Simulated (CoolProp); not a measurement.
The fluid at 298.15 K and 4.19 MPa is compressed adiabatically to 6.57 MPa with isentropic efficiency 0.7. The same conditions are run with several fluids, on thermodynamics alone (safety and materials aside).

Model: reference Helmholtz-energy equation of state of each fluid (carbon dioxide: Span 1996; oxygen: Schmidt 1985; ethylene: Smukala 2000), in CoolProp.

| fluid | work (kJ/kg) | final temperature (K) | final phase | final density (kg/m³) |
|---|---|---|---|---|
| carbon dioxide | 28.4 | 339.1 | gas | 136 |
| oxygen | 52.1 | 355.4 | supercritical | 71.8 |
| ethylene | 41.8 | 335.7 | supercritical | 93.0 |

Above 300 K oxygen's equation is extrapolated.
